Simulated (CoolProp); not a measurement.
A single-stage vapour-compression cycle with tetrahydrofuran: evaporating at 314.15 K (dew point), condensing at 368.15 K (bubble point), superheat 0 K, subcooling 5 K, compressor efficiency 0.6, no pressure losses. Each further row changes one setting.

Computed with CoolProp (reference Helmholtz-energy equation of state, Fiedler 2023).

```tsv
case	cooling COP	pressure ratio	discharge temperature (K)	refrigerating effect (kJ/kg)	volumetric capacity (kJ/m³)
as stated	3.07	5.70	402.2	342	401
evaporating temperature 319.15 K	3.49	(withheld)	398.0	347	(withheld)
condensing temperature 363.15 K	3.45	4.98	395.6	352	413
subcooling 10 K	3.16	5.70	402.2	352	413
superheat 10 K	3.08	5.70	(withheld)	354	401
compressor efficiency 0.5	2.56	5.70	416.6	342	401
```

Problem. Complete the blanks.

Solution. 
- evaporating temperature 319.15 K, pressure ratio: 4.71
- evaporating temperature 319.15 K, volumetric capacity (kJ/m³): 486
- superheat 10 K, discharge temperature (K): 412.0
